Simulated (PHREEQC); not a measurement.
Make-up at 42 °C: 130 mmol/kgw NaOH, 0.25 mmol/kgw H3BO3 and 0.45 mmol/kgw K3PO4. Closed to the air; pH follows from the charge balance.

Equilibrium calculation in PHREEQC: ion-association model, phreeqc.dat.

Q: The ionic strength comes out as 0.133 mol/kgw. What activity coefficients do HPO4-2, OH-, NaHPO4-, H2BO3-, Na+ get?

A: HPO4-2 0.33, OH- 0.73, NaHPO4- 0.77, H2BO3- 0.76, Na+ 0.76.

No solid was allowed to form. Species that the database lacks are ignored. Constants without temperature data keep their 25 °C values here.
